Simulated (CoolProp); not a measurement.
Model: reference Helmholtz-energy equation of state, Span 2000, in CoolProp.

Question: For nitrogen, give the phase and the density (kg/m³), expansivity (1/kK), viscosity (µPa s), conductivity (mW/(m K)) at 136.1 K and 1.7 MPa; 136.1 K and 6.79 MPa; 136.1 K and 8.49 MPa.

Answer: 
- 136.1 K and 1.7 MPa: gas; density 49.2, expansivity 11.9, viscosity 10.0, conductivity 14.8
- 136.1 K and 6.79 MPa: supercritical; density 452, expansivity 28.6, viscosity 30.2, conductivity 51.3
- 136.1 K and 8.49 MPa: supercritical; density 501, expansivity 17.7, viscosity 36.1, conductivity 57.7

Viscosity comes from a separate model (Lemmon 2004). Thermal conductivity comes from a separate model (Lemmon 2004).
